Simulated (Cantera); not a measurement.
An adiabatic, constant-volume homogeneous reactor starts with CH4 : CO : O2 : N2 = 1 : 0.1 : 2.07 : 7.79 (molar parts), equivalence ratio 0.99, at 1075 K and 0.210 bar. Integrator tolerance rtol = 1e-08.

Detailed kinetics in Cantera: GRI-Mech 3.0 (53 species, 325 reactions).

What does this change do: initial temperature 1075 to 1475 K?


| quantity | before | after |
|---|---|---|
| time of steepest temperature rise | 1.26 s | 4.87 ms |
| temperature at 9.00 s | 2666 K | 2750 K |
| equilibrium temperature | 2666 K | 2750 K |
| x(CH4) at 9.00 s | <1e-12 (gas-phase equilibrium <1e-12) | <1e-12 (gas-phase equilibrium <1e-12) |
| x(CO) at 9.00 s | 0.0424 (gas-phase equilibrium 0.0424) | 0.0516 (gas-phase equilibrium 0.0516) |
| x(O2) at 9.00 s | 0.0214 (gas-phase equilibrium 0.0214) | 0.0256 (gas-phase equilibrium 0.0256) |
| x(CH2) at 9.00 s | <1e-12 (gas-phase equilibrium <1e-12) | <1e-12 (gas-phase equilibrium <1e-12) |
| x(HCO) at 9.00 s | 2.31e-8 (gas-phase equilibrium 2.31e-8) | 3.49e-8 (gas-phase equilibrium 3.49e-8) |

What does this change do: 0.22 parts H2O added?


```csv
quantity,before,after
time of steepest temperature rise,1.26 s,1.33 s
temperature at 9.00 s,2666 K,2645 K
equilibrium temperature,2666 K,2645 K
x(CH4) at 9.00 s,<1e-12 (gas-phase equilibrium <1e-12),<1e-12 (gas-phase equilibrium <1e-12)
x(CO) at 9.00 s,0.0424 (gas-phase equilibrium 0.0424),0.0397 (gas-phase equilibrium 0.0397)
x(O2) at 9.00 s,0.0214 (gas-phase equilibrium 0.0214),0.0208 (gas-phase equilibrium 0.0208)
x(CH2) at 9.00 s,<1e-12 (gas-phase equilibrium <1e-12),<1e-12 (gas-phase equilibrium <1e-12)
x(HCO) at 9.00 s,2.31e-8 (gas-phase equilibrium 2.31e-8),2.07e-8 (gas-phase equilibrium 2.07e-8)
```
